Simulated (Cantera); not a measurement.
Cantera run:

```python
import numpy as np
import cantera as ct

gas_names = [...]  # 87 gases of nasa_gas.yaml made of C, H, Si
cond_names = """
    C(gr) C6H6(L) C7H8(L) C8H18(L),n-octa Si(cr) Si(L) SiC(b)
""".split()


# ... load() reads the species with a 1 bar reference pressure and builds the phases ...
atoms = {
    'SiC': {'Si': 1, 'C': 1},
    'H2': {'H': 2},
}
top_T = {'C(gr)': 4500, 'SiC(b)': 3050}  # K; cautious upper limits of use, not melting points


# ... equilibrate(T, P, feed) seeds the gas with the atoms and calls Mixture.equilibrate('TP', solver="vcs", rtol=1e-11, max_steps=5000) ...
results = []
T = 2975  # K
P = 10000  # Pa
for m in [0.24, 0.3, 0.38, 0.48, 0.6, 0.75, 0.95, 1.2, 1.5, 1.9, 2.4]:
    feed = {'SiC': 1, 'H2': m}  # mol
    mix = equilibrate(T, P, feed)
    results.append((T, P, feed, dict(zip(mix.species_names, mix.species_moles))))
    x = sorted(zip(gas.X, gas.species_names), reverse=True)
    print(f"T = {T:g} K  P = {P:g} Pa  n(H2) = {m:g} mol  gas = {mix.phase_moles(0):.4g} mol")
    print("   x: " + "  ".join(f"{s} {v:.3e}" for v, s in x if v > 0.0001))
    print("   condensed (mol): " + ("  ".join(f"{mix.phase(i).name} {mix.phase_moles(i):.4g}"
          for i in range(1, mix.n_phases) if mix.phase_moles(i) > 1e-12) or "none"))
```

Output:

```
T = 2975 K  P = 10000 Pa  n(H2) = 0.24 mol  gas = 1.224 mol
   x: Si 3.491e-01  SiC2 2.804e-01  H 1.530e-01  H2 1.096e-01  Si2C 8.374e-02  C2H2,acetylene 6.334e-03  Si2 6.212e-03  SiH 5.242e-03  C3 2.384e-03  C2H 1.466e-03  SiC 1.197e-03  C 3.987e-04  Si3 3.426e-04  C2 2.410e-04  SiH2 1.750e-04  C4H2 1.528e-04
   condensed (mol): C(gr) 0.1795
T = 2975 K  P = 10000 Pa  n(H2) = 0.3 mol  gas = 1.305 mol
   x: Si 3.309e-01  SiC2 2.659e-01  H 1.689e-01  H2 1.337e-01  Si2C 7.526e-02  C2H2,acetylene 7.727e-03  Si2 5.583e-03  SiH 5.489e-03  C3 2.384e-03  C2H 1.619e-03  SiC 1.135e-03  C 3.987e-04  Si3 2.919e-04  C2 2.410e-04  SiH2 2.024e-04  C4H2 1.864e-04
   condensed (mol): C(gr) 0.17
T = 2975 K  P = 10000 Pa  n(H2) = 0.38 mol  gas = 1.412 mol
   x: Si 3.099e-01  SiC2 2.489e-01  H 1.862e-01  H2 1.624e-01  Si2C 6.598e-02  C2H2,acetylene 9.388e-03  SiH 5.665e-03  Si2 4.895e-03  C3 2.384e-03  C2H 1.785e-03  SiC 1.062e-03  C 3.987e-04  C2 2.410e-04  Si3 2.396e-04  SiH2 2.303e-04  C4H2 2.264e-04
   condensed (mol): C(gr) 0.1577
T = 2975 K  P = 10000 Pa  n(H2) = 0.48 mol  gas = 1.544 mol
   x: Si 2.874e-01  SiC2 2.309e-01  H 2.034e-01  H2 1.936e-01  Si2C 5.677e-02  C2H2,acetylene 1.119e-02  SiH 5.738e-03  Si2 4.211e-03  C3 2.384e-03  C2H 1.949e-03  SiC 9.853e-04  C 3.987e-04  C4H2 2.700e-04  SiH2 2.547e-04  C2 2.410e-04  Si3 1.912e-04
   condensed (mol): C(gr) 0.1427
T = 2975 K  P = 10000 Pa  n(H2) = 0.6 mol  gas = 1.7 mol
   x: Si 2.648e-01  H2 2.256e-01  H 2.195e-01  SiC2 2.127e-01  Si2C 4.818e-02  C2H2,acetylene 1.304e-02  SiH 5.706e-03  Si2 3.574e-03  C3 2.384e-03  C2H 2.104e-03  SiC 9.077e-04  C 3.987e-04  C4H2 3.146e-04  SiH2 2.734e-04  C2 2.410e-04  Si3 1.495e-04
   condensed (mol): C(gr) 0.1255
T = 2975 K  P = 10000 Pa  n(H2) = 0.75 mol  gas = 1.893 mol
   x: H2 2.590e-01  Si 2.414e-01  H 2.352e-01  SiC2 1.939e-01  Si2C 4.003e-02  C2H2,acetylene 1.497e-02  SiH 5.573e-03  Si2 2.970e-03  C3 2.384e-03  C2H 2.254e-03  SiC 8.275e-04  C 3.987e-04  C4H2 3.612e-04  SiH2 2.861e-04  C2 2.410e-04  Si3 1.133e-04
   condensed (mol): C(gr) 0.1046
T = 2975 K  P = 10000 Pa  n(H2) = 0.95 mol  gas = 2.148 mol
   x: H2 2.950e-01  H 2.510e-01  Si 2.162e-01  SiC2 1.737e-01  Si2C 3.213e-02  C2H2,acetylene 1.706e-02  SiH 5.328e-03  C2H 2.406e-03  C3 2.384e-03  Si2 2.384e-03  SiC 7.413e-04  C4H2 4.114e-04  C 3.987e-04  SiH2 2.919e-04  C2 2.410e-04
   condensed (mol): C(gr) 0.07776
T = 2975 K  P = 10000 Pa  n(H2) = 1.2 mol  gas = 2.464 mol
   x: H2 3.304e-01  H 2.656e-01  Si 1.916e-01  SiC2 1.539e-01  Si2C 2.523e-02  C2H2,acetylene 1.910e-02  SiH 4.997e-03  C2H 2.546e-03  C3 2.384e-03  Si2 1.872e-03  SiC 6.569e-04  C4H2 4.608e-04  C 3.987e-04  SiH2 2.897e-04  C2 2.410e-04
   condensed (mol): C(gr) 0.04541
T = 2975 K  P = 10000 Pa  n(H2) = 1.5 mol  gas = 2.841 mol
   x: H2 3.632e-01  H 2.785e-01  Si 1.688e-01  SiC2 1.356e-01  C2H2,acetylene 2.100e-02  Si2C 1.958e-02  SiH 4.615e-03  C2H 2.669e-03  C3 2.384e-03  Si2 1.452e-03  SiC 5.786e-04  C4H2 5.065e-04  C 3.987e-04  SiH2 2.805e-04  C2 2.410e-04
   condensed (mol): C(gr) 0.007854
T = 2975 K  P = 10000 Pa  n(H2) = 1.9 mol  gas = 3.338 mol
   x: H2 3.975e-01  H 2.913e-01  Si 1.494e-01  SiC2 1.129e-01  C2H2,acetylene 2.162e-02  Si2C 1.488e-02  SiH 4.274e-03  C2H 2.627e-03  C3 2.175e-03  Si2 1.139e-03  SiC 4.969e-04  C4H2 4.904e-04  C 3.867e-04  SiH2 2.718e-04  C2 2.267e-04
   condensed (mol): none
T = 2975 K  P = 10000 Pa  n(H2) = 2.4 mol  gas = 3.958 mol
   x: H2 4.294e-01  H 3.028e-01  Si 1.319e-01  SiC2 9.205e-02  C2H2,acetylene 2.156e-02  Si2C 1.114e-02  SiH 3.921e-03  C2H 2.521e-03  C3 1.931e-03  Si2 8.870e-04  C4H2 4.518e-04  SiC 4.215e-04  C 3.716e-04  SiH2 2.592e-04  C2 2.094e-04
   condensed (mol): none
```

Equilibrium computed with Cantera from the NASA thermochemical tables; the gas is ideal and each condensed phase is pure. Gases not in the tables: Si2H6 and higher silanes.
